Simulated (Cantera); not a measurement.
An adiabatic, constant-pressure homogeneous reactor starts with 7.33 % C2H4, 18.3 % O2, 67.8 % N2, 6.52 % H2O, equivalence ratio 1.2, at 1523 K and 4.50 bar.

Cantera simulation using GRI-Mech 3.0 (53 species, 325 reactions); the numbers are that mechanism's predictions, not measurements. GRI-Mech 3.0 was tuned for natural gas; its chemistry of ethylene as a main component is partial and can be far from experiment.

One state of this run: T (K) = 2912; x C2H4 = <1e-12; x O2 = 0.00876; x H2O = 0.159; x CO = 0.0751; x NO = 0.00784; x OH = 0.0171; x H2O2 = 4.76e-7. x: mole fraction; the columns are a selection and need not sum to one.

### Question
Which value of t (s) does it belong to?
(A) 4.85e-5
(B) 5.79e-6
(C) 2.00e-6
(D) 0.0825

### Answer
D, 0.0825
